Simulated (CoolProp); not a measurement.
1,2-dichloroethane at several states: fugacity coefficient from the reference equation and from simpler models built on Tc = 561.6 K, pc = 5.226 MPa, ω = 0.269; each cubic takes its own stable root.

The numbers come from the reference Helmholtz-energy equation of state, Thol 2015 in CoolProp.

| T (K) | p (MPa) | phase | reference |
|---|---|---|---|
| 327.2 | 0.197 | liquid | 0.1835 |
| 307.2 | 0.0408 | liquid | 0.3886 |
| 429.3 | 0.349 | gas | 0.9449 |

Q: How far does each simpler model (van der Waals, Redlich-Kwong, Soave-Redlich-Kwong, Peng-Robinson) lie from the reference over these 3 states: mean and median of the absolute difference, and the worst?

A: 
- van der Waals: mean 193.6 %, median 155.0 %, worst +423.9 % at 327.2 K and 0.197 MPa
- Redlich-Kwong: mean 82.7 %, median 112.1 %, worst +135.3 % at 307.2 K and 0.0408 MPa
- Soave-Redlich-Kwong: mean 2.5 %, median 2.9 %, worst -4.3 % at 307.2 K and 0.0408 MPa
- Peng-Robinson: mean 0.1 %, median 0.2 %, worst +0.2 % at 307.2 K and 0.0408 MPa

At some of these states van der Waals gives the other phase, because its saturation line lies elsewhere.
